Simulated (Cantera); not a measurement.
A freely propagating, adiabatic, planar premixed flame of H2 : O2 : N2 : H2O = 1 : 0.455 : 1.71 : 0.13 (molar parts), equivalence ratio 1.1, unburnt at 573 K and 64000 Pa; multicomponent+Soret transport, grid criteria slope 0.08 and curve 0.16, no radiation.

Computed with Cantera and the H2/O2 subset of GRI-Mech 3.0, which has no nitrogen chemistry. Burning velocities carry a grid error of a few per cent, more on coarse grids.

Question: Predict: laminar burning velocity; thermal thickness; peak x(H); peak x(H2O2); peak x(O).

Answer: 
| Quantity | Result |
|---|---|
| laminar burning velocity | 625 cm/s |
| thermal thickness | 0.791 mm |
| peak x(H) | 0.0634 |
| peak x(H2O2) | 1.42e-5 |
| peak x(O) | 0.0111 |
